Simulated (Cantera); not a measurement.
Input: 1 mol CuO, 230 mol H₂, 94 mol N₂, held at 727 °C and 100000 Pa.

Method: chemical equilibrium by Gibbs-energy minimisation in Cantera with the NASA 1993 tables (ideal gas, pure condensed phases). Candidate condensed phases: Cu, CuO, Cu(OH)₂, Cu₂O, H₂O; 27 gas species. Kinetics and transport are ignored.

Base state: H₂ 0.707, N₂ 0.290, H₂O 0.00309, NH₃ 0.000186 (mole fractions); condensed: Cu(s).

Question: What changes in the equilibrium state with this change: temperature from 727 °C to 1850 °C?

Answer: 
```tsv
species	before	after
H₂	0.707	0.702
N₂	0.290	0.289
H₂O	0.00309	0.00307
Cu	<1e-9	0.00306
H	1.91e-9	0.00301
NH₃	0.000186	5.24e-6
Cu(s), mol	1.00	0
```
